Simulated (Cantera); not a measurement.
## Titanium nitride, carbide and oxide coatings: TiCl₄ + O₂

Input: 1 mol TiCl₄, 0.087 mol O₂, held at 0.170 bar.

Equilibrium computed with Cantera from the NASA thermochemical tables; the gas is ideal and each condensed phase is pure. Candidate condensed phases: Ti, TiCl₂, TiCl₃, TiCl₄, TiO, TiO₂, Ti₂O₃, Ti₃O₅, Ti₄O₇; 15 gas species. Condensed phases not in the tables: TiOCl. Rates play no part.

```tsv
T (K)	log p TiCl₄	log p Cl₂	log p Cl	log p TiCl₃	log p TiOCl₂	log p O₂	log p ClO	n TiO₂(rutile)
1050	-0.85	-1.57	-3.88	-7.47	-9.76	-8.11	-9.20	0.0870
1100	-0.85	-1.57	-3.60	-6.97	-9.08	-7.71	-8.77	0.0870
1150	-0.85	-1.57	-3.35	-6.51	-8.46	-7.35	-8.38	0.0870
1200	-0.85	-1.57	-3.11	-6.09	-7.89	-7.02	-8.03	0.0870
1250	-0.85	-1.58	-2.90	-5.70	-7.36	-6.73	-7.70	0.0870
1300	-0.85	-1.58	-2.70	-5.35	-6.88	-6.46	-7.41	0.0870
1350	-0.85	-1.59	-2.52	-5.01	-6.43	-6.22	-7.14	0.0870
1400	-0.85	-1.61	-2.35	-4.70	-6.02	-6.00	-6.90	0.0870
1450	-0.85	-1.63	-2.20	-4.41	-5.64	-5.81	-6.69	0.0870
1500	-0.86	-1.65	-2.06	-4.14	-5.28	-5.65	-6.50	0.0870
1550	-0.86	-1.69	-1.94	-3.88	-4.95	-5.52	-6.33	0.0869
1600	-0.87	-1.73	-1.82	-3.63	-4.64	-5.42	-6.20	0.0869
1650	-0.87	-1.78	-1.73	-3.39	-4.35	-5.35	-6.09	0.0868
```
log p: log10 of the partial pressure in bar; n: condensed amount in mol.

From 1050 K to 1650 K the condensed part is TiO₂(rutile). The main Ti-bearing gas is TiCl₄ throughout.
